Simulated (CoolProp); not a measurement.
R123 along the isotherm 407.8 K: fugacity coefficient from the reference equation and from simpler models built on Tc = 456.8 K, pc = 3.662 MPa, ω = 0.282; each cubic takes its own stable root.

Values from CoolProp's reference Helmholtz-energy equation of state, Younglove 1994. It is a modified Benedict-Webb-Rubin equation, recast in Helmholtz form.

| p (MPa) | phase | reference |
|---|---|---|
| 0.0174 | gas | 0.9976 |
| 0.0262 | gas | 0.9963 |
| 0.0395 | gas | 0.9945 |
| 0.0596 | gas | 0.9917 |
| 0.09 | gas | 0.9874 |
| 0.136 | gas | 0.9810 |
| 0.205 | gas | 0.9714 |
| 0.309 | gas | 0.9569 |
| 0.466 | gas | 0.9352 |
| 0.703 | gas | 0.9025 |
| 1.06 | gas | 0.8534 |
| 2.41 | liquid | 0.5318 |
| 3.64 | liquid | 0.3698 |
| 5.49 | liquid | 0.2635 |

**Question.** How far does each simpler model (van der Waals, Redlich-Kwong, Peng-Robinson) lie from the reference over these 14 states: mean and median of the absolute difference, and the worst?

**Answer.** 
- van der Waals: mean 9.5 %, median 0.9 %, worst +46.0 % at 407.8 K and 5.49 MPa
- Redlich-Kwong: mean 3.7 %, median 0.3 %, worst +17.2 % at 407.8 K and 5.49 MPa
- Peng-Robinson: mean 0.2 %, median 0.2 %, worst -0.6 % at 407.8 K and 1.06 MPa
